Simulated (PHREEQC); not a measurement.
Consider water at 15 °C with 15 mmol/kgw K2SO4. Closed to the air; pH follows from the charge balance.

All values are PHREEQC results (ion-association model, wateq4f.dat), not measurements.

The ionic strength comes out as 0.0428 mol/kgw. What activity coefficients do KSO4-, K+, SO4-2 get?

KSO4- 0.84, K+ 0.83, SO4-2 0.49.

This is a speciation only: nothing precipitates in the calculation. Complexes and solids missing from the database can't appear.
